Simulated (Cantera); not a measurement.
Feed: 1 mol SiHCl3, 33 mol NH3, 4.8 mol N2, held at 15.8 Torr.

Equilibrium computed with Cantera from the NASA thermochemical tables; the gas is ideal and each condensed phase is pure. Candidate condensed phases: NH4Cl, Si, Si3N4; 28 gas species. Equilibrium is a limit: real reactors are often held back by kinetics, nucleation or transport.

Over these rows the condensed part is Si3N4(s). Partial pressures as log10 of bar:

```
T (K)  1000/T (1/K)  log p SiCl2  log p H2  log p N2  log p HCl
-----  ------------  -----------  --------  --------  ---------
1273         0.7855        -6.79     -1.85     -2.22      -3.06
1323         0.7559        -6.38     -1.85     -2.22      -3.06
1373         0.7283            ?     -1.85     -2.22      -3.06
1423         0.7027        -5.66     -1.85     -2.22      -3.06
1473         0.6789        -5.34     -1.85     -2.22      -3.06
1523         0.6566        -5.05     -1.85     -2.22      -3.07
```

Q: Fit log p(SiCl2) = a + b·(1000/T) to the five rows, give the apparent enthalpy, and predict the row at 1373 K.

A: Means: 1000/T = 0.7159, log p = -5.844. Sxy = -0.155443, Sxx = 0.0115039, so b = -13.51 and a = -5.844 − (-13.51)×0.7159 = 3.83.
Apparent enthalpy: −19.145 × (-13.51) = 259 kJ/mol. With the condensed phases at unit activity, 1/3 Si3N4(s) + 2 HCl(g) = SiCl2(g) + H2(g) + 2/3 N2(g) links this pressure to the main gases: over the six rows their terms move log p by -0.02 in all, so the slope is close to that reaction's ΔH°. The five rows lie within 0.01 of the line.
Prediction at 1373 K: 3.83 + (-13.51)×0.7283 = -6.01. The computed value is -6.00, 0.01 from the line.
